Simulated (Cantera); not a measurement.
# NO annealing gas

A perfectly stirred reactor is fed with 66.7 % NO, 33.3 % N2, at 760 Torr; it is held at 1923 K, and followed from long to short residence time.

Cantera simulation using GRI-Mech 3.0 (53 species, 325 reactions); the numbers are that mechanism's predictions, not measurements.

```tsv
τ (s)	x NO	x N2	x N2O	x NO2	x O2
0.44	0.485	0.424	0.000102	0.000646	0.0903
0.19	0.568	0.382	0.000141	0.000576	0.0487
0.081	0.619	0.357	0.000169	0.000469	0.0232
0.035	0.645	0.344	0.000183	0.000379	0.0104
0.015	0.657	0.338	0.000187	0.000319	0.00439
0.0064	0.663	0.335	0.000180	0.000279	0.00175
0.0027	0.665	0.334	0.000160	0.000242	0.000626
0.0012	0.666	0.334	0.000128	0.000194	0.000197
0.00050	0.666	0.333	8.51e-5	0.000122	3.90e-5
0.00021	0.667	0.333	4.73e-5	5.68e-5	5.29e-6
```
x: mole fraction; the columns are a selection and need not sum to one.
